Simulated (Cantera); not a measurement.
Ta2O5 + C + H2 + CO (carbothermic reduction)

Charge: 1 mol Ta2O5, 3.3 mol C, 1.5 mol H2, 17 mol CO, at 3680 Torr.

Cantera equilibrium calculation (NASA polynomials, part measured and part estimated; ideal gas, pure solids and liquids). Candidate condensed phases: C, C6H6, C7H8, C8H18, H2O, Ta, TaC, Ta2O5; 113 gas species. Mutual solubility and eutectic melting of coexisting phases are not modelled. TaC: taken at fixed stoichiometry. Condensed phases not in the tables: Ta2C. Equilibrium is a limit: real reactors are often held back by kinetics, nucleation or transport.

From 1498 K to 2023 K the condensed part is TaC(s) + Ta2O5(s). At 2098 K the condensed part is TaC(s) + Ta2O5(l).

| T (K) | x CO | x H2 | x CO2 | x H2O | n TaC(s) | n Ta2O5(s) | n Ta2O5(l) |
|---|---|---|---|---|---|---|---|
| 1498 | 0.925 | 0.0713 | 0.00296 | 0.000588 | 0.964 | 0.518 | 0 |
| 1573 | 0.925 | 0.0713 | 0.00294 | 0.000656 | 0.964 | 0.518 | 0 |
| 1648 | 0.925 | 0.0712 | 0.00293 | 0.000722 | 0.965 | 0.518 | 0 |
| 1723 | 0.925 | 0.0712 | 0.00292 | 0.000788 | 0.965 | 0.518 | 0 |
| 1798 | 0.925 | 0.0711 | 0.00291 | 0.000851 | 0.965 | 0.517 | 0 |
| 1873 | 0.925 | 0.0710 | 0.00290 | 0.000913 | 0.966 | 0.517 | 0 |
| 1948 | 0.925 | 0.0709 | 0.00289 | 0.000974 | 0.966 | 0.517 | 0 |
| 2023 | 0.925 | 0.0708 | 0.00289 | 0.00103 | 0.966 | 0.517 | 0 |
| 2098 | 0.925 | 0.0707 | 0.00283 | 0.00107 | 0.966 | 0 | 0.517 |
x: gas mole fraction; n: condensed amount in mol.
